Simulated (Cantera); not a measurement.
Charge: 1 mol CuO, a varied amount of H2, 5.2 mol N2, held at 1250 °C and 66.0 Pa.

Equilibrium computed with Cantera from the NASA thermochemical tables; the gas is ideal and each condensed phase is pure. Candidate condensed phases: Cu, CuO, Cu(OH)2, Cu2O, H2O; 27 gas species. Kinetics and transport are ignored.

**Question.** Which condensed phases are stable at each of these points (n(H2) (mol)): 12, 17, 24, 33, 48, 68, 96, 140, 190, 280, 390, 560, 790?

**Answer.** 
```tsv
n(H2) (mol)	condensed phases	Cu condensed (%)
12	Cu(l)	67.9
17	Cu(l)	58.6
24	Cu(l)	45.5
33	Cu(l)	28.7
48	Cu(l)	0.8
68	gas only	0.0
96	gas only	0.0
140	gas only	0.0
190	gas only	0.0
280	gas only	0.0
390	gas only	0.0
560	gas only	0.0
790	gas only	0.0
```

From 12 mol H2 to 48 mol H2 the condensed part is Cu(l). From 68 mol H2 to 790 mol H2 nothing is condensed.
